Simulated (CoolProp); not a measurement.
Model: reference Helmholtz-energy equation of state, Aleksandrov 2011, in CoolProp. It is a short technical equation, of lower accuracy than the large ones.

### Question
Give the vapour pressure (bar), liquid density (kg/m³), enthalpy of vaporisation (kJ/kg), liquid cp (kJ/(kg K)) of saturated n-undecane at 557.6 K.

### Answer
| T (K) | p (bar) | liquid density (kg/m³) | enthalpy of vaporisation (kJ/kg) | liquid cp (kJ/(kg K)) |
|---|---|---|---|---|
| 557.6 | 5.98 | 504 | 197 | 3.31 |
